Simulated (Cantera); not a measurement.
A counterflow diffusion flame at 180000 Pa, nozzles 20 mm apart: fuel side 100 % CH₃OH at 523 K, oxidiser side 23.0 % O₂, 77.0 % N₂ at 650 K, fuel mass flux 1.2 times the oxidiser's; mixture-averaged transport, no radiation.

Model: GRI-Mech 3.0 (53 species, 325 reactions), integrated in Cantera. GRI-Mech 3.0 was tuned for natural gas; its chemistry of methanol as a main component is partial and can be far from experiment. GRI-Mech 3.0 has no aromatics or soot, which form on the fuel side of real flames. The maximum strain rate includes the flame's own expansion and is several times the mean.

x: mole fraction; the columns are a selection and need not sum to one.

```tsv
oxidiser flux (kg/m²/s)	max strain (1/s)	mean strain (1/s)	T max (K)	peak x OH	peak x H	peak x NO	peak x CO	peak x C₂H₂
0.45	208	43.7	2388	0.0122	0.00512	0.000432	0.203	5.43e-5
0.64	288	62.2	2357	0.0125	0.00574	0.000318	0.201	7.11e-5
0.91	399	88.4	2323	0.0128	0.00645	0.000234	0.199	9.22e-5
1.3	556	126	2286	0.0132	0.00725	0.000172	0.197	0.000119
1.9	791	185	2241	0.0133	0.00817	0.000122	0.194	0.000154
2.7	1100	262	2194	0.0134	0.00903	9.05e-5	0.191	0.000191
3.8	1520	369	2148	0.0134	0.00989	7.00e-5	0.188	0.000232
5.4	(withheld)	524	2105	0.0134	0.0108	(withheld)	0.185	(withheld)
7.7	2980	748	2056	0.0132	0.0117	4.60e-5	0.182	0.000324
11	(withheld)	1070	2004	0.0127	0.0123	(withheld)	0.178	(withheld)
```

Question: Some entries are withheld; supply them.

Answer: 
- 5.4, max strain (1/s): 2120
- 5.4, peak x NO: 5.67e-5
- 5.4, peak x C₂H₂: 0.000280
- 11, max strain (1/s): 4190
- 11, peak x NO: 3.71e-5
- 11, peak x C₂H₂: 0.000356
